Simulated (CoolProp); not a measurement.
Sulfur dioxide at 333.5 K and 0.127 MPa is compressed adiabatically to 0.389 MPa with isentropic efficiency 0.9. Each further row changes one setting.

Computed with CoolProp (reference Helmholtz-energy equation of state, Gao 2016).

```
case             work (kJ/kg)  final temperature (K)  final density (kg/m³)
---------------  ------------  ---------------------  ---------------------
as stated                59.3                  424.4                   7.19
efficiency 1             53.4                  416.0                   7.35
efficiency 0.65          82.1                  456.2                   6.66
```
